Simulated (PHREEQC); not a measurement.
Consider water at 25 °C with 0.76 mol/kgw NaHCO3. Closed to the air; pH follows from the charge balance.

Model: ion-association model, wateq4f.dat, run in PHREEQC.

Precipitation was switched off in this run.

Problem. Predict the pH, ionic strength.

Solution. pH 7.69; ionic strength 0.657 mol/kgw.

Problem. In which forms is C present?

Solution. HCO3- 83 %, NaHCO3 13 %, CO2 2.3 %, NaCO3- 1.6 %, CO3-2 0.6 % of the C.
